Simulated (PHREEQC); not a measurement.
Dissolve 0.011 mol/kgw Ni(NO3)2, 0.047 mol/kgw Na2SO4 and 0.069 mol/kgw NiCl2 at 25 °C. Closed to the air; pH follows from the charge balance.

Equilibrium calculation in PHREEQC: ion-association model, wateq4f.dat.

Precipitation was switched off in this run.

Task: Estimate the pH.

Result: pH 5.93.

Task: In which forms is Na present?

Result: Na+ 97 %, NaSO4- 3.1 % of the Na.

Species that the database lacks are ignored.
